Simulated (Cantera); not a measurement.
Charge: 1 mol PbO, 290 mol H₂, 4.5 mol H₂O, at 1550 K and 4.60 mbar.

These are equilibrium values from Cantera (NASA tables, ideal gas, pure condensed phases), not measurements of a reactor. Candidate condensed phases: H₂O, Pb, PbO, PbO₂, Pb₃O₄; 12 gas species. Kinetics and transport are ignored.

### Question
What is the equilibrium state?

### Answer
```
Item                                 Result
--------------------------------  ---------
x(H₂)                                 0.978
x(H₂O)                               0.0186
x(Pb)                               0.00338
x(H)                               0.000459
gas amount                        295.6 mol
log10 activity of Pb(l) (absent)      -3.40
```
